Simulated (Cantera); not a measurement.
An isothermal, constant-pressure homogeneous reactor starts with N2O : H2O = 1 : 0.013 (molar parts), at 1550 K and 20.0 Torr. Integrator tolerance rtol = 1e-08.

Model: GRI-Mech 3.0 (53 species, 325 reactions), integrated in Cantera. GRI-Mech 3.0 was tuned for natural gas; its chemistry of N2O as a main component is partial and can be far from experiment. Radical loss at walls, strong at low pressure, is not modelled. The temperature is held fixed by assumption; the heat of reaction is taken as removed at once.

**Question.** What does this change do: H2O 0.013 to 0.065 parts?

**Answer.** 
| quantity | before | after |
|---|---|---|
| x(N2O) at 1.00 s | 0.0400 (gas-phase equilibrium 1.61e-8) | 0.0236 (gas-phase equilibrium 1.53e-8) |
| x(H2O) at 1.00 s | 0.00867 (gas-phase equilibrium 0.00854) | 0.0418 (gas-phase equilibrium 0.0414) |
| x(NO) at 1.00 s | 0.153 (gas-phase equilibrium 0.00179) | 0.132 (gas-phase equilibrium 0.00173) |
| x(H2O2) at 1.00 s | 5.62e-10 (gas-phase equilibrium 2.20e-10) | 2.18e-9 (gas-phase equilibrium 1.05e-9) |
| x(OH) at 1.00 s | 0.000178 (gas-phase equilibrium 9.68e-5) | 0.000380 (gas-phase equilibrium 0.000211) |
| x(N2) at 1.00 s | 0.558 (gas-phase equilibrium 0.660) | 0.557 (gas-phase equilibrium 0.638) |
